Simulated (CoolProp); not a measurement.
A simple Rankine cycle with trans-2-butene: condensing at 316.15 K, boiler at 3.39 MPa, turbine inlet 420.3 K, turbine efficiency 0.6, pump efficiency 0.8, no recuperator. Each further row changes one setting.

Model: reference Helmholtz-energy equation of state, Lemmon 2005, in CoolProp. It is a short technical equation, of lower accuracy than the large ones.

| case | thermal efficiency (%) | net work (kJ/kg) | heat in (kJ/kg) | turbine exit temperature (K) | volume ratio over the turbine |
|---|---|---|---|---|---|
| as stated | 10.1 | 45.3 | 450 | 339.6 | 12.4 |
| turbine inlet 440.3 K | 10.5 | 54.6 | 521 | 372.9 | 10.4 |
| condensing temperature 308.15 K | 10.9 | 51.1 | 469 | 334.7 | 15.6 |
| boiler pressure 2.37 MPa | 9.3 | 47.2 | 506 | 368.6 | 6.74 |
| turbine efficiency 0.5 | 8.2 | 36.7 | 450 | 344.3 | 12.6 |
